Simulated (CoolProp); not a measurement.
Methanol along the isotherm 131.05 °C: density (kg/m³) from the reference equation and from simpler models built on Tc = 240.2 °C, pc = 82.16 bar, ω = 0.565; each cubic takes its own stable root.

Computed with CoolProp (reference Helmholtz-energy equation of state, de Reuck 1993).

```tsv
p (bar)	phase	reference
9.48	liquid	673.3
19	liquid	675.3
28.4	liquid	677.3
37.9	liquid	679.3
47.4	liquid	681.2
56.9	liquid	683.0
66.4	liquid	684.8
75.8	liquid	686.6
85.3	liquid	688.3
94.8	liquid	690.0
104	liquid	691.6
114	liquid	693.3
123	liquid	694.8
```

How far does each simpler model (van der Waals, Redlich-Kwong, Peng-Robinson) lie from the reference over these 13 states: mean and median of the absolute difference, and the worst?


- van der Waals: mean 61.6 %, median 51.3 %, worst -98.6 % at 131.05 °C and 9.48 bar
- Redlich-Kwong: mean 36.5 %, median 31.4 %, worst -98.5 % at 131.05 °C and 9.48 bar
- Peng-Robinson: mean 15.2 %, median 15.3 %, worst -15.5 % at 131.05 °C and 123 bar

At some of these states van der Waals, Redlich-Kwong gives the other phase, because its saturation line lies elsewhere.
